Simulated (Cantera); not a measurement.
# BCl3 + N2 (boron, boron nitride and boron oxide)

Charge: 1 mol BCl3, 2.1 mol N2, equilibrated at 1.00 bar.

These are equilibrium values from Cantera (NASA tables, ideal gas, pure condensed phases), not measurements of a reactor. Candidate condensed phases: B, BN; 10 gas species. N2 is the only nitrogen source here; it is nearly inert below about 1500 K, so the nitride shown seldom forms there in practice. The tables' values for BCl2, BCl are old estimates; treat these amounts as uncertain. Kinetics and transport are ignored.

```tsv
T (K)	log p N2	log p BCl3	log p Cl	log p BCl2	log p BCl	n BN(s)
1025	-0.17	-0.49	-6.69	-8.65	<-12	0
1175	-0.17	-0.49	-5.54	-6.89	-10.89	0
1325	-0.17	-0.49	-4.66	-5.53	-8.69	0
1475	-0.17	-0.49	-3.95	-4.45	-6.93	0
1625	-0.17	-0.49	-3.37	-3.58	-5.51	0.000190
1775	-0.17	-0.49	-2.86	-2.88	-4.37	0
1925	-0.17	-0.50	-2.34	-2.38	-3.60	0
2075	-0.17	-0.51	-1.90	-1.97	-2.95	0
```
log p: log10 of the partial pressure in bar; n: condensed amount in mol.

From 1025 K to 1475 K nothing is condensed. At 1625 K the condensed part is BN(s). From 1775 K to 2075 K nothing is condensed. The main B-bearing gas is BCl3 throughout.
